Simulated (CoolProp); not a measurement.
Computed with CoolProp (reference Helmholtz-energy equation of state, Gao 2022).

Task: For n-perfluoropentane, give the phase and the density (kg/m³), cp (kJ/(kg K)), cv (kJ/(kg K)), speed of sound (m/s) at 97.75 °C and 0.687 MPa.

Result: 
- 97.75 °C and 0.687 MPa: gas; density 82.4, cp 1.00, cv 0.907, speed of sound 81.7
